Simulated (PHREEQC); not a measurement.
Consider water at 20 °C with 0.026 mol H2SO4 and 0.00037 mol Li2SO4 per kg of water. Closed to the air; pH follows from the charge balance.

All values are PHREEQC results (ion-association model, phreeqc.dat), not measurements.

Precipitation was switched off in this run.

Task: What pH, specific conductance, ionic strength does the model give?

Result: pH 1.51; specific conductance 11600 µS/cm; ionic strength 0.0471 mol/kgw.

Task: In which forms is S present?

Result: HSO4- 61 %, SO4-2 39 % of the S.
